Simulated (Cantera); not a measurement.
**Ignition delay**

Mixture: CO : H2 : O2 : N2 = 1 : 0.78 : 0.978 : 4.11 (molar parts), at 4.60 bar, adiabatic and at constant volume. Ignition delay is the time to a rise of 400 K.

Detailed kinetics in Cantera: GRI-Mech 3.0 (53 species, 325 reactions). The hydrogen kinetics of GRI-Mech 3.0 are dated; newer H2 mechanisms differ, most at raised pressure. Where the delays flatten at high temperature, the 400 K rule measures the pace of heat release, not the induction time.

| T0 (K) | delay (ms) |
|---|---|
| 1298 | 0.00955 |
| 1373 | 0.00668 |
| 1448 | 0.00510 |
| 1523 | 0.00413 |
| 1598 | 0.00350 |
| 1673 | 0.00310 |
| 1748 | 0.00283 |
| 1823 | 0.00267 |
| 1898 | 0.00258 |
| 1973 | 0.00256 |
